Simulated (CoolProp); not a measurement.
Aqueous propylene glycol as a coolant, 24 % by mass, freezing at -9.2 °C, 1 atm.

The numbers come from the Melinder's fits for secondary coolants in CoolProp.

```json
[
 {"T (°C)": "-1.9", "viscosity (mPa s)": "5.74", "density (kg/m³)": "1025", "conductivity (W/(m K))": "0.452", "cp (kJ/(kg K))": "3.881"},
 {"T (°C)": "6.1", "viscosity (mPa s)": "4.00", "density (kg/m³)": "1023", "conductivity (W/(m K))": "0.460", "cp (kJ/(kg K))": "3.900"},
 {"T (°C)": "14.2", "viscosity (mPa s)": "2.90", "density (kg/m³)": "…", "conductivity (W/(m K))": "0.467", "cp (kJ/(kg K))": "3.919"},
 {"T (°C)": "22.2", "viscosity (mPa s)": "2.19", "density (kg/m³)": "1017", "conductivity (W/(m K))": "…", "cp (kJ/(kg K))": "3.937"},
 {"T (°C)": "30.3", "viscosity (mPa s)": "1.70", "density (kg/m³)": "1014", "conductivity (W/(m K))": "0.482", "cp (kJ/(kg K))": "3.957"},
 {"T (°C)": "38.3", "viscosity (mPa s)": "…", "density (kg/m³)": "…", "conductivity (W/(m K))": "0.489", "cp (kJ/(kg K))": "3.975"}
]
```

Task: Complete the blanks.

Result: 
- 14.2, density (kg/m³): 1021
- 22.2, conductivity (W/(m K)): 0.475
- 38.3, viscosity (mPa s): 1.37
- 38.3, density (kg/m³): 1010
